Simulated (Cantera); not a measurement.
Input: 1 mol SiF₄, 7.6 mol H₂, at 0.710 bar.

Method: chemical equilibrium by Gibbs-energy minimisation in Cantera with the NASA 1993 tables (ideal gas, pure condensed phases). Candidate condensed phases: Si; 25 gas species. The tables' values for SiF₃, SiF₂ are old estimates; treat these amounts as uncertain. The numbers say what is thermodynamically allowed, not how fast it happens. All values below are at 1202 °C.

Base state: H₂ 0.876, SiF₄ 0.108, HF 0.00829, SiHF₃ 0.00466, SiF₃ 0.00333, SiH₂F₂ 9.21e-5, SiF₂ 6.11e-5, H 1.44e-5 (mole fractions); condensed: gas only.

Task: What changes in the equilibrium state with this change: SiF₄ replaced by SiH₄?

Result: 
```json
[
 {"species": "H₂", "before": "0.876", "after": "1.000"},
 {"species": "H", "before": "1.44e-5", "after": "1.54e-5"},
 {"species": "SiF₄", "before": "0.108", "after": "0"},
 {"species": "HF", "before": "0.00829", "after": "0"},
 {"species": "SiHF₃", "before": "0.00466", "after": "0"},
 {"species": "SiF₃", "before": "0.00333", "after": "0"},
 {"species": "Si(s), mol", "before": "0", "after": "1.000"}
]
```
